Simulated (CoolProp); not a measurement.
The numbers come from the reference Helmholtz-energy equation of state, Thol 2014 in CoolProp.

Q: Give the vapour pressure (kPa), liquid density (kg/m³), enthalpy of vaporisation (kJ/kg), vapour Z of saturated chloromethane (R40) at -1.15, 61.95, 89.05 °C.

A: 
| T (°C) | p (kPa) | liquid density (kg/m³) | enthalpy of vaporisation (kJ/kg) | vapour Z |
|---|---|---|---|---|
| -1.15 | 249 | 962 | 404 | 0.936 |
| 61.95 | 1490 | 830 | 323 | 0.801 |
| 89.05 | 2640 | 758 | 275 | 0.711 |
